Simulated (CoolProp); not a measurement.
A closed Brayton cycle with carbon dioxide: compressor inlet 315.15 K and 9.4 MPa, high pressure 26.9 MPa, turbine inlet 815 K, compressor efficiency 0.89, turbine efficiency 0.93, recuperator effectiveness 0 (on enthalpy, no pinch check). Each further row changes one setting.

The numbers come from the reference Helmholtz-energy equation of state, Span 1996 in CoolProp.

| case | thermal efficiency (%) | net work (kJ/kg) | compressor to turbine work | compressor exit (K) | turbine exit (K) |
|---|---|---|---|---|---|
| as stated | 16.7 | 107 | 0.24 | 363.5 | 686.0 |
| turbine inlet 765 K | … | 97.1 | … | 363.5 | 640.7 |
| compressor inlet 325.15 K | 16.5 | 93.0 | 0.34 | 402.2 | 686.0 |
| high pressure 22.9 MPa | 14.4 | … | … | 355.7 | 705.2 |
| recuperator effectiveness 0.5 | 23.8 | 107 | 0.24 | 363.5 | 686.0 |

Problem. Fill in the missing entries.

Solution. 
- turbine inlet 765 K, thermal efficiency (%): 16.8
- turbine inlet 765 K, compressor to turbine work: 0.25
- high pressure 22.9 MPa, net work (kJ/kg): 94.0
- high pressure 22.9 MPa, compressor to turbine work: 0.22
